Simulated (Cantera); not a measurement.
A closed system holds: 1 mol SiH4, 0.25 mol N2, held at 1273.15 K and 1.00 Torr.

Cantera equilibrium calculation (NASA polynomials, part measured and part estimated; ideal gas, pure solids and liquids). Candidate condensed phases: Si, Si3N4; 18 gas species. N2 is the only nitrogen source here; it is nearly inert below about 1500 K, so the nitride shown seldom forms there in practice. Mutual solubility and eutectic melting of coexisting phases are not modelled. Kinetics and transport are ignored.

Task: What is the equilibrium state?

Result: x(H2): 1.000
x(N2): 0.000181
x(H): 1.96e-5
n(Si(s)): 0.626 mol
n(Si3N4(s)): 0.125 mol
gas amount: 2.000 mol
